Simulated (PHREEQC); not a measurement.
Consider water at 45 °C with 0.046 mol HF, 0.00074 mol NH4HF2 and 0.017 mol H3PO4 per kg of water. Closed to the air; pH follows from the charge balance.

The numbers come from PHREEQC with the ion-association model, wateq4f.dat.

| quantity | before | after |
|---|---|---|
| pH | 2.08 | 2.38 |
| ionic strength (mol/kgw) | 0.00998 | 0.00524 |
| HF (mol/kgw) | 0.0402 | 0.0379 |
| F- (mol/kgw) | 0.00245 | 0.00451 |
| H2F2 (mol/kgw) | 0.00200 | 0.00178 |
| HF2- (mol/kgw) | 0.000422 | 0.000733 |

### Question
Name the change that produced these shifts.
A) HF replaced by KF at the same molality
B) H3PO4 left out
C) NH4HF2 from 0.00074 to 0.000148 mol/kgw
D) 0.001 mol/kgw CsOH added
E) diluted 2-fold with water

### Answer
B, H3PO4 left out

No solid was allowed to form. wateq4f.dat counts part of the HF as a dimer, H2F2, which phreeqc.dat doesn't know; its constant is uncertain. H3PO4, which wateq4f.dat lacks, is added to it with the constant of phreeqc.dat. Away from 25 °C the constants follow the database's enthalpies or fits; those with neither stay at their 25 °C values.
